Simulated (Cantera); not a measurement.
What does this Cantera script print?

```python
import numpy as np
import cantera as ct

gas = ct.Solution("h2o2.yaml")
gas.TPX = 1748, 35000, {'H2': 1, 'O2': 0.25, 'N2': 0.94}
reactor = ct.IdealGasConstPressureReactor(gas, energy="on", clone=False)
net = ct.ReactorNet([reactor])
net.rtol, net.atol = 1e-08, 1e-16
show = ['H2', 'O2', 'H2O', 'H2O2', 'H']
times = np.geomspace(7e-06, 0.6, 13)

steps = ct.SolutionArray(gas, extra=["t"])
rows = []
print(f"{'t/s':>10s}{'T/K':>9s}{'P/Pa':>11s}" + "".join(f"{s:>11s}" for s in show))
for t in times:
    while net.time < t:
        t_next = net.step()
        steps.append(gas.state, t=t_next)
    rows.append([np.interp(t, steps.t, y) for y in (steps.T, steps.P, *steps(*show).X.T)])
    print(f"{t:10.3e}{rows[-1][0]:9.1f}{rows[-1][1]:11.4g}" + "".join(f"{x:11.3e}" for x in rows[-1][2:]))
rate = np.gradient(steps.T, steps.t)
print("integrator steps:", len(steps.t))
if steps.T.max() > steps.T[0] + 200:
    print(f"time of steepest temperature rise: {steps.t[rate.argmax()]:.4e} s")
gas.TPX = 1748, 35000, {'H2': 1, 'O2': 0.25, 'N2': 0.94}
gas.equilibrate("HP")
print(f"equilibrium (HP): T = {gas.T:.1f} K  " + "  ".join(f"{s} {gas[s].X[0]:.3e}" for s in show))
```

It prints:

```
       t/s      T/K       P/Pa         H2         O2        H2O       H2O2          H
 7.000e-06   1748.0    3.5e+04  4.564e-01  1.141e-01  1.298e-04  3.579e-07  1.304e-04
 1.804e-05   1786.9    3.5e+04  3.645e-01  7.874e-02  6.150e-02  1.387e-07  5.655e-02
 4.648e-05   1984.3    3.5e+04  1.796e-01  5.117e-03  1.926e-01  1.639e-07  1.614e-01
 1.198e-04   2191.4    3.5e+04  1.937e-01  4.000e-03  1.982e-01  8.519e-08  1.350e-01
 3.086e-04   2456.2    3.5e+04  2.100e-01  2.645e-03  2.078e-01  4.750e-08  1.027e-01
 7.953e-04   2702.5    3.5e+04  2.239e-01  1.527e-03  2.192e-01  4.884e-08  7.351e-02
 2.049e-03   2785.1    3.5e+04  2.284e-01  1.196e-03  2.235e-01  5.577e-08  6.383e-02
 5.281e-03   2787.0    3.5e+04  2.285e-01  1.188e-03  2.236e-01  5.595e-08  6.360e-02
 1.361e-02   2787.0    3.5e+04  2.285e-01  1.188e-03  2.236e-01  5.595e-08  6.360e-02
 3.507e-02   2787.0    3.5e+04  2.285e-01  1.188e-03  2.236e-01  5.595e-08  6.360e-02
 9.036e-02   2787.0    3.5e+04  2.285e-01  1.188e-03  2.236e-01  5.595e-08  6.360e-02
 2.328e-01   2787.0    3.5e+04  2.285e-01  1.188e-03  2.236e-01  5.595e-08  6.360e-02
 6.000e-01   2787.0    3.5e+04  2.285e-01  1.188e-03  2.236e-01  5.595e-08  6.360e-02
integrator steps: 1029
time of steepest temperature rise: 1.9683e-05 s
equilibrium (HP): T = 2787.0 K  H2 2.285e-01  O2 1.188e-03  H2O 2.236e-01  H2O2 5.595e-08  H 6.360e-02
```

Computed with Cantera and the H2/O2 subset of GRI-Mech 3.0, which has no nitrogen chemistry.
